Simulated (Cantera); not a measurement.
Feed: 1 mol BF₃, 0.61 mol N₂, 0.13 mol H₂, 7.2 mol H₂O, held at 1923 K.

Method: chemical equilibrium by Gibbs-energy minimisation in Cantera with the NASA 1993 tables (ideal gas, pure condensed phases). Candidate condensed phases: B, BN, B₂O₃, B₃O₃H₃, H₂O; 62 gas species. The numbers say what is thermodynamically allowed, not how fast it happens.

x: gas mole fraction; nothing condenses.

```json
[
 {"P (Pa)": "10", "x H₂O": "0.490", "x HF": "0.237", "x N₂": "0.0583", "x H₂": "0.0552", "x BOF": "0.0513", "x HBO₂": "0.0421", "x H": "0.0221", "x O₂": "0.0195", "x OH": "0.0169"},
 {"P (Pa)": "37", "x H₂O": "0.525", "x HF": "0.243", "x N₂": "0.0596", "x H₂": "0.0398", "x BOF": "0.0517", "x HBO₂": "0.0445", "x H": "0.00977", "x O₂": "0.0117", "x OH": "0.0111"},
 {"P (Pa)": "140", "x H₂O": "0.547", "x HF": "0.246", "x N₂": "0.0604", "x H₂": "0.0286", "x BOF": "0.0519", "x HBO₂": "0.0459", "x H": "0.00426", "x O₂": "0.00647", "x OH": "0.00701"},
 {"P (Pa)": "520", "x H₂O": "0.561", "x HF": "0.248", "x N₂": "0.0608", "x H₂": "0.0214", "x BOF": "0.0520", "x HBO₂": "0.0467", "x H": "0.00191", "x O₂": "0.00327", "x OH": "0.00431"},
 {"P (Pa)": "1900", "x H₂O": "0.568", "x HF": "0.249", "x N₂": "0.0611", "x H₂": "…", "x BOF": "0.0521", "x HBO₂": "0.0472", "x H": "…", "x O₂": "…", "x OH": "…"},
 {"P (Pa)": "7200", "x H₂O": "0.572", "x HF": "0.249", "x N₂": "0.0612", "x H₂": "0.0148", "x BOF": "0.0521", "x HBO₂": "0.0475", "x H": "…", "x O₂": "…", "x OH": "…"},
 {"P (Pa)": "27000", "x H₂O": "0.575", "x HF": "0.249", "x N₂": "0.0613", "x H₂": "0.0138", "x BOF": "0.0520", "x HBO₂": "0.0476", "x H": "0.000213", "x O₂": "0.000160", "x OH": "0.000764"},
 {"P (Pa)": "100000", "x H₂O": "0.576", "x HF": "0.248", "x N₂": "0.0614", "x H₂": "0.0134", "x BOF": "0.0515", "x HBO₂": "0.0475", "x H": "0.000109", "x O₂": "4.61e-5", "x OH": "0.000404"}
]
```

Some entries are withheld; supply them.


- 7200, x H: 0.000427
- 7200, x O₂: 0.000517
- 7200, x OH: 0.00142
- 1900, x H₂: 0.0171
- 1900, x H: 0.000894
- 1900, x O₂: 0.00144
- 1900, x OH: 0.00256
